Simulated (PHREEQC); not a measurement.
A PHREEQC speciation (ion-association model, phreeqc.dat) at 25 °C gives pH 5.77 and these molalities:

```json
[
 {"species": "Cd+2", "mol/kgw": "0.0973"},
 {"species": "CdSO4", "mol/kgw": "0.0878"},
 {"species": "SO4-2", "mol/kgw": "0.0531"},
 {"species": "Cd(SO4)2-2", "mol/kgw": "0.0445"},
 {"species": "K+", "mol/kgw": "0.000426"},
 {"species": "CdCl+", "mol/kgw": "0.000325"},
 {"species": "Cl-", "mol/kgw": "0.000135"},
 {"species": "KSO4-", "mol/kgw": "3.37e-5"},
 {"species": "Cd2OH+3", "mol/kgw": "3.07e-6"},
 {"species": "HSO4-", "mol/kgw": "2.74e-6"},
 {"species": "H+", "mol/kgw": "2.22e-6"},
 {"species": "CdOH+", "mol/kgw": "1.83e-6"},
 {"species": "CdCl2", "mol/kgw": "8.13e-8"},
 {"species": "CdOHCl", "mol/kgw": "5.21e-8"}
]
```

Question: What are the element totals, and what could have been dissolved in 1 kg of water to give them?

Answer: One answer among several that fit: totals Cd 0.230, Cl 0.000460, K 0.000460, S(6) 0.230 mol/kgw, from 0.23 mol CdSO4 and 0.00046 mol KCl per kg of water.

No solid was allowed to form.
